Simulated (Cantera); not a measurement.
## Adiabatic ignition

An adiabatic, constant-pressure homogeneous reactor starts with CH₄ : O₂ : N₂ : H₂O = 1 : 2.6 : 9.77 : 0.02 (molar parts), at 1725 K and 1.10 bar.

Computed with Cantera and GRI-Mech 3.0 (53 species, 325 reactions).

```tsv
t (s)	T (K)	x CH₄	x O₂	x H₂O	x CO₂	x OH
4.00e-6	1725	0.0747	0.194	0.00150	3.94e-10	3.83e-7
1.02e-5	1725	0.0746	0.194	0.00151	4.88e-9	6.36e-7
2.62e-5	1725	0.0745	0.194	0.00157	8.70e-8	1.55e-6
6.69e-5	1726	0.0735	0.194	0.00211	3.13e-6	7.11e-6
0.000171	2428	<1e-12	0.0594	0.107	0.0283	0.0239
0.000437	2739	<1e-12	0.0510	0.121	0.0466	0.0227
0.00112	2748	<1e-12	0.0488	0.122	0.0473	0.0220
0.00286	2742	<1e-12	0.0462	0.123	0.0473	0.0214
0.00732	2739	<1e-12	0.0452	0.123	0.0473	0.0211
0.0187	2739	<1e-12	0.0452	0.123	0.0473	0.0211
0.0478	2739	<1e-12	0.0452	0.123	0.0473	0.0211
0.122	2739	<1e-12	0.0452	0.123	0.0473	0.0211
0.313	2739	<1e-12	0.0452	0.123	0.0473	0.0211
0.800	2739	<1e-12	0.0452	0.123	0.0473	0.0211
```
x: mole fraction; the columns are a selection and need not sum to one.

| Property | Result |
|---|---|
| time of steepest temperature rise | 0.163 ms |
| temperature at 0.800 s | 2739 K |
| equilibrium temperature | 2739 K |
| x(CH₄) at 0.800 s | <1e-12 (gas-phase equilibrium <1e-12) |
| x(O₂) at 0.800 s | 0.0452 (gas-phase equilibrium 0.0452) |
| x(H₂O) at 0.800 s | 0.123 (gas-phase equilibrium 0.123) |
